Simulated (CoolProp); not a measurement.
Saturation properties of oxygen (Tc = 154.6 K, pc = 5.046 MPa, ω = 0.022).

Computed with CoolProp (reference Helmholtz-energy equation of state, Schmidt 1985).

```csv
T (K),p (MPa),liquid density (kg/m³),enthalpy of vaporisation (kJ/kg),liquid cp (kJ/(kg K))
108.6,0.4928,1044,191.7,1.795
111.6,0.6058,1026,187.4,1.822
114.6,0.7367,1008,182.8,1.854
117.7,0.8924,988.7,177.7,1.893
120.7,1.064,969.2,172.4,1.938
123.8,1.266,948.2,166.5,1.995
126.8,1.486,926.7,160.3,2.063
129.9,1.740,903.3,153.4,2.150
132.9,2.015,879.0,146.0,2.259
136,2.330,852.0,137.6,2.407
139,2.668,823.4,128.5,2.606
```

It boils at 90.2 K under 1 atm.
